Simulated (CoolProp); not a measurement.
The fluid at 293.15 K and 0.0795 MPa (gas) is heated at constant pressure to 398.1 K. The same conditions are run with several fluids, on thermodynamics alone (safety and materials aside).

Model: reference Helmholtz-energy equation of state of each fluid (R1233zd(E): Akasaka 2022; CH2F2 (R32): Tillner-Roth 1997; fluoroethane (R161): Wu 2012; R410A: Lemmon 2003; normal hydrogen: Leachman 2009), in CoolProp. Blends and air are pseudo-pure fits.

```tsv
fluid	heat (kJ/kg)	final density (kg/m³)
R1233zd(E)	90.4	?
CH2F2 (R32)	?	?
fluoroethane (R161)	?	1.16
R410A	?	1.75
normal hydrogen	?	?
```

Question: Some entries are withheld; supply them.

Answer: 
- R1233zd(E), final density (kg/m³): 3.17
- CH2F2 (R32), heat (kJ/kg): 95.4
- CH2F2 (R32), final density (kg/m³): 1.25
- fluoroethane (R161), heat (kJ/kg): 146
- R410A, heat (kJ/kg): 93.0
- normal hydrogen, heat (kJ/kg): 1510
- normal hydrogen, final density (kg/m³): 0.0484
